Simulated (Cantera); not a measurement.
A closed system holds: 1 mol borazine, 1.1 mol O2, 6.9 mol N2, 0.5 mol NH3, at 1573 K and 0.133 bar.

These are equilibrium values from Cantera (NASA tables, ideal gas, pure condensed phases), not measurements of a reactor. Candidate condensed phases: B, BN, B2O3, B3O3H3, H2O; 39 gas species. The feed counts by its element totals alone. Mutual solubility and eutectic melting of coexisting phases are not modelled. Gases not in the tables: H3BO3. Equilibrium is a limit: real reactors are often held back by kinetics, nucleation or transport.

Base state: N2 0.675, H2 0.318, HBO2 0.00403, H2O 0.00108, HBO 0.00100, B2O3 0.000673, H 6.28e-5, B2O2 1.94e-5 (mole fractions); condensed: BN(s) + B2O3(l).

Problem. What changes in the equilibrium state with this change: temperature from 1573 K to 2225 K?

Solution. 
```
species        before     after
------------  -------  --------
N2              0.675     0.620
H2              0.318     0.248
HBO           0.00100    0.0606
BO            4.65e-6    0.0257
B2O2          1.94e-5    0.0299
B2O             <1e-9  0.000107
BH2           4.02e-9   6.29e-5
BO2           3.53e-8   1.09e-5
H             6.28e-5   0.00883
BN(s), mol       1.55     0.895
B2O3(l), mol    0.686         0
```
The tables' values for BH2 are old estimates; treat these amounts as uncertain.
